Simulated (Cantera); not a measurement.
Input (Python, Cantera):

```python
import numpy as np
import cantera as ct

gas = ct.Solution("h2o2.yaml")
gas.TPX = 1350, 100000, {'H2': 0.94, 'O2': 1, 'N2': 0.55}
reactor = ct.IdealGasConstPressureReactor(gas, energy="off", clone=False)
net = ct.ReactorNet([reactor])
net.rtol, net.atol = 1e-08, 1e-18
show = ['H2', 'O2', 'OH', 'HO2', 'O', 'H2O2']
times = np.geomspace(1e-05, 300, 13)

steps = ct.SolutionArray(gas, extra=["t"])
rows = []
print(f"{'t/s':>10s}{'T/K':>9s}{'P/Pa':>11s}" + "".join(f"{s:>11s}" for s in show))
for t in times:
    while net.time < t:
        t_next = net.step()
        steps.append(gas.state, t=t_next)
    rows.append([np.interp(t, steps.t, y) for y in (steps.T, steps.P, *steps(*show).X.T)])
    print(f"{t:10.3e}{rows[-1][0]:9.1f}{rows[-1][1]:11.4g}" + "".join(f"{x:11.3e}" for x in rows[-1][2:]))
rate = np.gradient(steps.T, steps.t)
print("integrator steps:", len(steps.t))
if steps.T.max() > steps.T[0] + 200:
    print(f"time of steepest temperature rise: {steps.t[rate.argmax()]:.4e} s")
gas.TPX = 1350, 100000, {'H2': 0.94, 'O2': 1, 'N2': 0.55}
gas.equilibrate("TP")
print(f"equilibrium (TP): T = {gas.T:.1f} K  " + "  ".join(f"{s} {gas[s].X[0]:.3e}" for s in show))
```

Result:

```
       t/s      T/K       P/Pa         H2         O2         OH        HO2          O       H2O2
 1.000e-05   1350.0      1e+05  2.320e-01  3.349e-01  1.322e-02  2.370e-04  1.940e-02  1.227e-05
 4.198e-05   1350.0      1e+05  2.448e-03  2.619e-01  2.390e-03  1.380e-04  8.459e-04  8.893e-06
 1.763e-04   1350.0      1e+05  1.378e-04  2.622e-01  5.779e-04  1.280e-05  4.386e-05  1.455e-06
 7.401e-04   1350.0      1e+05  6.286e-06  2.623e-01  2.084e-04  1.290e-06  5.275e-06  3.041e-07
 3.107e-03   1350.0      1e+05  7.177e-07  2.623e-01  9.023e-05  2.737e-07  9.949e-07  7.259e-08
 1.305e-02   1350.0      1e+05  2.254e-07  2.624e-01  4.863e-05  1.551e-07  2.915e-07  2.433e-08
 5.477e-02   1350.0      1e+05  1.867e-07  2.624e-01  4.197e-05  1.507e-07  2.177e-07  1.892e-08
 2.300e-01   1350.0      1e+05  1.866e-07  2.624e-01  4.195e-05  1.507e-07  2.175e-07  1.891e-08
 9.655e-01   1350.0      1e+05  1.866e-07  2.624e-01  4.195e-05  1.507e-07  2.175e-07  1.891e-08
 4.054e+00   1350.0      1e+05  1.866e-07  2.624e-01  4.195e-05  1.507e-07  2.175e-07  1.891e-08
 1.702e+01   1350.0      1e+05  1.866e-07  2.624e-01  4.195e-05  1.507e-07  2.175e-07  1.891e-08
 7.145e+01   1350.0      1e+05  1.866e-07  2.624e-01  4.195e-05  1.507e-07  2.175e-07  1.891e-08
 3.000e+02   1350.0      1e+05  1.866e-07  2.624e-01  4.195e-05  1.507e-07  2.175e-07  1.891e-08
integrator steps: 1458
equilibrium (TP): T = 1350.0 K  H2 1.866e-07  O2 2.624e-01  OH 4.195e-05  HO2 1.507e-07  O 2.175e-07  H2O2 1.891e-08
```

Computed with Cantera and the H2/O2 subset of GRI-Mech 3.0, which has no nitrogen chemistry. The temperature is held fixed by assumption; the heat of reaction is taken as removed at once.
